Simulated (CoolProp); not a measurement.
Vapour-liquid equilibrium of n-hexane (1) + p-xylene (2) at 5.03 bar; x and y are mole fractions of (1).

Values from CoolProp's multi-fluid Helmholtz-energy mixture model, Thol 2019 and Zhou 2012; pair parameters Bell 2016.

```tsv
x	bubble temperature (K)	y at the bubble point	dew temperature at overall composition x (K)	liquid density (mol/L)
0.05	475.0	0.171	(withheld)	6.402
0.125	463.8	0.368	477.4	6.459
0.2	454.4	0.511	473.5	6.496
0.275	446.4	0.617	469.3	6.518
0.35	439.5	0.697	464.9	6.528
0.425	433.6	0.759	(withheld)	6.528
0.5	(withheld)	(withheld)	455.2	6.519
0.575	423.7	0.850	449.7	6.504
0.65	419.5	0.885	443.6	(withheld)
0.725	415.7	0.915	436.9	6.457
0.8	412.1	0.941	429.4	6.428
0.875	408.7	(withheld)	420.7	6.396
0.95	405.5	0.986	410.8	(withheld)
```

Fill in the missing entries.


- 0.05, dew temperature at overall composition x (K): 481.1
- 0.425, dew temperature at overall composition x (K): 460.2
- 0.5, bubble temperature (K): 428.3
- 0.5, y at the bubble point: 0.809
- 0.65, liquid density (mol/L): 6.483
- 0.875, y at the bubble point: 0.965
- 0.95, liquid density (mol/L): 6.361

No azeotrope shows between x = 0.05 and 0.95.

The pair parameters rest on a limited set of measurements; away from them the model extrapolates.
